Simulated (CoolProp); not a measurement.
Saturation properties of methanol.

Computed with CoolProp (reference Helmholtz-energy equation of state, de Reuck 1993).

```
T (K)    p (MPa)  vapour density (kg/m³)  vapour viscosity (µPa s)  liquid conductivity (mW/(m K))
-----  ---------  ----------------------  ------------------------  ------------------------------
252.5  0.0009795                 0.01506                      8.19                             209
268.5   0.003008                 0.04369                      8.69                             206
284.5   0.008044                  0.1109                      9.19                             203
300.5    0.01917                  0.2523                      9.69                             200
316.5    0.04144                  0.5231                      10.2                             197
332.5    0.08250                   1.004                      10.7                             194
348.6          ?                   1.815                      11.1                               ?
364.6     0.2684                   3.096                         ?                             187
380.6          ?                   5.053                      12.0                             184
396.6     0.7053                   7.960                      12.4                               ?
412.6      1.075                   12.20                      12.8                             178
```

Question: Some entries are withheld; supply them.

Answer: 
- 348.6, p (MPa): 0.1537
- 348.6, liquid conductivity (mW/(m K)): 191
- 364.6, vapour viscosity (µPa s): 11.6
- 380.6, p (MPa): 0.4449
- 396.6, liquid conductivity (mW/(m K)): 181

It boils at 337.6 K under 1 atm.

Viscosity comes from a separate model (Xiang 2006). Thermal conductivity comes from a separate model (Sykioti 2013).
